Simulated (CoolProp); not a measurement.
The numbers come from the reference Helmholtz-energy equation of state, Span 2003 in CoolProp. It is a short technical equation, of lower accuracy than the large ones.

For n-heptane, give the phase and the viscosity (µPa s) at 600 K and 0.00439 MPa; 600 K and 0.107 MPa.


- 600 K and 0.00439 MPa: gas; viscosity 11.7
- 600 K and 0.107 MPa: gas; viscosity 11.7

Viscosity comes from a separate model (Michailidou 2014).
